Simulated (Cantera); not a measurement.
A closed system holds: 1 mol NaCl, 0.23 mol HF, 110 mol H2, at 1300 K.

Cantera equilibrium calculation (NASA polynomials, part measured and part estimated; ideal gas, pure solids and liquids). Candidate condensed phases: Na, NaCl, NaF; 23 gas species. The numbers say what is thermodynamically allowed, not how fast it happens.

x: gas mole fraction; nothing condenses.

```
P (Pa)   x H2   x NaCl     x HCl      x Na     x HF  x Na2Cl2       x H
------  -----  -------  --------  --------  -------  --------  --------
0.100   0.984  0.00519   0.00377   0.00377  0.00206  7.22e-10   0.00110
0.460   0.986  0.00617   0.00281   0.00280  0.00206   4.68e-9  0.000512
2.20    0.987  0.00696   0.00202   0.00201  0.00205   2.85e-8  0.000234
10      0.987  0.00754   0.00145   0.00143  0.00205   1.52e-7  0.000110
46      0.988  0.00796   0.00102  0.000997  0.00204   7.81e-7   5.13e-5
220     0.988  0.00827         ?         ?  0.00203         ?         ?
1000    0.988  0.00844  0.000507  0.000457  0.00202   1.91e-5   1.10e-5
4600    0.989  0.00845  0.000365  0.000296  0.00200   8.79e-5   5.13e-6
22000   0.989  0.00798         ?         ?  0.00198         ?         ?
100000  0.990  0.00652  0.000204   8.77e-5  0.00195   0.00114   1.10e-6
```

### Question
What belongs in the gaps?

### Answer

- 220, x HCl: 0.000713
- 220, x Na: 0.000678
- 220, x Na2Cl2: 4.02e-6
- 220, x H: 2.34e-5
- 22000, x HCl: 0.000267
- 22000, x Na: 0.000175
- 22000, x Na2Cl2: 0.000375
- 22000, x H: 2.35e-6
